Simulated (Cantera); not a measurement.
Input: 1 mol CF4, 0.82 mol F2, 1 mol H2, held at 1875 K and 2.20 mbar.

Equilibrium computed with Cantera from the NASA thermochemical tables; the gas is ideal and each condensed phase is pure. Candidate condensed phases: C, C6H6, C7H8, C8H18; 95 gas species. Gases not in the tables: C2F6 and larger saturated fluorocarbons. Kinetics and transport are ignored.

Base state: HF 0.661, CF4 0.273, CF2 0.0411, F 0.0226, CF3 0.00205, CF 5.41e-5 (mole fractions); condensed: C(graphite).

Question: What changes in the equilibrium state with this change: temperature from 1875 K to 1950 K?

Answer: 
```json
[
 {"species": "HF", "before": "0.661", "after": "0.636"},
 {"species": "CF4", "before": "0.273", "after": "0.237"},
 {"species": "CF2", "before": "0.0411", "after": "0.0757"},
 {"species": "F", "before": "0.0226", "after": "0.0476"},
 {"species": "CF", "before": "5.41e-5", "after": "0.000171"},
 {"species": "CF3", "before": "0.00205", "after": "0.00322"},
 {"species": "C(graphite), mol", "before": "0.0432", "after": "0.00548"}
]
```
